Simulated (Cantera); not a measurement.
An isothermal, constant-pressure homogeneous reactor starts with N2O = 1 (molar parts), at 1100 K and 0.0210 bar.

Cantera simulation using GRI-Mech 3.0 (53 species, 325 reactions); the numbers are that mechanism's predictions, not measurements. GRI-Mech 3.0 was tuned for natural gas; its chemistry of N2O as a main component is partial and can be far from experiment. Radical loss at walls, strong at low pressure, is not modelled. The mechanism lacks the step 2 NO + O2 → 2 NO2, which can matter for NO2 below about 1400 K. The temperature is held fixed by assumption; the heat of reaction is taken as removed at once.

One state of this run: x N2O = 0.790; x NO = 0.00953; x O = 3.31e-7; x NO2 = 2.94e-6; x N2 = 0.135. x: mole fraction; the columns are a selection and need not sum to one.

Question: Which value of t (s) does it belong to?
A) 0.448
B) 0.0739
C) 0.0122
D) 100

Answer: D, 100
